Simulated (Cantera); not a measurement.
Charge: 1 mol H₂O, 0.11 mol H₂, at 6700000 Pa.

Method: chemical equilibrium by Gibbs-energy minimisation in Cantera with the NASA 1993 tables (ideal gas, pure condensed phases). Candidate condensed phases: H₂O; 9 gas species. The ideal-gas law is rough above about 30 bar. Rates play no part. All values below are at 2598 K.

Base state: H₂O 0.895, H₂ 0.0999, OH 0.00304, H 0.00147, O₂ 0.000106, O 2.90e-5 (mole fractions); condensed: gas only.

Problem. What changes in the equilibrium state with this change: H₂ from 0.11 to 0.8 mol?

Solution. 
| species | before | after |
|---|---|---|
| H₂O | 0.895 | 0.554 |
| H₂ | 0.0999 | 0.442 |
| H | 0.00147 | 0.00309 |
| OH | 0.00304 | 0.000894 |
| O₂ | 0.000106 | 2.06e-6 |
| O | 2.90e-5 | 4.05e-6 |
